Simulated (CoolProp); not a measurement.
Properties of C3F8 (R218) along the isobar 662 kPa.

Values from CoolProp's reference Helmholtz-energy equation of state, Lemmon 2006. It is a short technical equation, of lower accuracy than the large ones.

```json
[
 {"T (°C)": "-49.15", "phase": "liquid", "Z": "0.04023", "cp (kJ/(kg K))": "0.9469", "cv (kJ/(kg K))": "0.6642", "speed of sound (m/s)": "596.5", "viscosity (µPa s)": "545", "Prandtl number": "7.86"},
 {"T (°C)": "-31.15", "phase": "liquid", "Z": "0.03886", "cp (kJ/(kg K))": "0.9861", "cv (kJ/(kg K))": "…", "speed of sound (m/s)": "520.7", "viscosity (µPa s)": "402", "Prandtl number": "6.52"},
 {"T (°C)": "-13.15", "phase": "liquid", "Z": "0.03795", "cp (kJ/(kg K))": "1.031", "cv (kJ/(kg K))": "0.7273", "speed of sound (m/s)": "…", "viscosity (µPa s)": "302", "Prandtl number": "5.58"},
 {"T (°C)": "4.85", "phase": "liquid", "Z": "0.03757", "cp (kJ/(kg K))": "1.087", "cv (kJ/(kg K))": "0.7591", "speed of sound (m/s)": "371.7", "viscosity (µPa s)": "229", "Prandtl number": "4.90"},
 {"T (°C)": "22.85", "phase": "gas", "Z": "0.8311", "cp (kJ/(kg K))": "0.8958", "cv (kJ/(kg K))": "…", "speed of sound (m/s)": "99.57", "viscosity (µPa s)": "12.2", "Prandtl number": "0.863"},
 {"T (°C)": "40.85", "phase": "gas", "Z": "0.8701", "cp (kJ/(kg K))": "0.8826", "cv (kJ/(kg K))": "0.7950", "speed of sound (m/s)": "106.9", "viscosity (µPa s)": "13.1", "Prandtl number": "0.824"},
 {"T (°C)": "58.85", "phase": "gas", "Z": "0.8968", "cp (kJ/(kg K))": "0.8879", "cv (kJ/(kg K))": "0.8125", "speed of sound (m/s)": "112.9", "viscosity (µPa s)": "13.9", "Prandtl number": "0.799"},
 {"T (°C)": "76.85", "phase": "gas", "Z": "0.9163", "cp (kJ/(kg K))": "0.9005", "cv (kJ/(kg K))": "0.8325", "speed of sound (m/s)": "118.2", "viscosity (µPa s)": "…", "Prandtl number": "0.780"},
 {"T (°C)": "94.85", "phase": "gas", "Z": "0.9312", "cp (kJ/(kg K))": "0.9163", "cv (kJ/(kg K))": "…", "speed of sound (m/s)": "122.9", "viscosity (µPa s)": "15.4", "Prandtl number": "…"},
 {"T (°C)": "112.85", "phase": "gas", "Z": "0.9428", "cp (kJ/(kg K))": "0.9335", "cv (kJ/(kg K))": "0.8736", "speed of sound (m/s)": "127.2", "viscosity (µPa s)": "16.2", "Prandtl number": "0.751"},
 {"T (°C)": "130.85", "phase": "gas", "Z": "0.9522", "cp (kJ/(kg K))": "0.9510", "cv (kJ/(kg K))": "0.8935", "speed of sound (m/s)": "131.2", "viscosity (µPa s)": "16.9", "Prandtl number": "0.739"},
 {"T (°C)": "148.85", "phase": "gas", "Z": "0.9598", "cp (kJ/(kg K))": "0.9683", "cv (kJ/(kg K))": "0.9127", "speed of sound (m/s)": "135.0", "viscosity (µPa s)": "17.7", "Prandtl number": "0.727"},
 {"T (°C)": "166.85", "phase": "gas", "Z": "0.9661", "cp (kJ/(kg K))": "0.9852", "cv (kJ/(kg K))": "0.9311", "speed of sound (m/s)": "138.6", "viscosity (µPa s)": "18.4", "Prandtl number": "0.716"}
]
```

Q: Complete the blanks.

A: 
- -31.15, cv (kJ/(kg K)): 0.6960
- -13.15, speed of sound (m/s): 446.5
- 22.85, cv (kJ/(kg K)): 0.7839
- 76.85, viscosity (µPa s): 14.7
- 94.85, cv (kJ/(kg K)): 0.8531
- 94.85, Prandtl number: 0.765

Viscosity comes from a separate model (Huber 2003), an estimate that may be off by 10 % or more. Thermal conductivity comes from a separate model (Huber 2003), an estimate that may be off by 10 % or more.
